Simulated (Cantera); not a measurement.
Feed: 1 mol trisilylamine, 29 mol N2, 29 mol H2, held at 1375 K and 10.0 mbar.

These are equilibrium values from Cantera (NASA tables, ideal gas, pure condensed phases), not measurements of a reactor. Candidate condensed phases: Si, Si3N4; 18 gas species. The feed counts by its element totals alone. Equilibrium is a limit: real reactors are often held back by kinetics, nucleation or transport.

Q: What is the equilibrium state?

A: 
| Property | Value |
|---|---|
| x(H2) | 0.549 |
| x(N2) | 0.451 |
| x(H) | 2.54e-5 |
| n(Si3N4(s)) | 1.00 mol |
| gas amount | 61.00 mol |
| log10 activity of Si(s) (absent) | -2.10 |
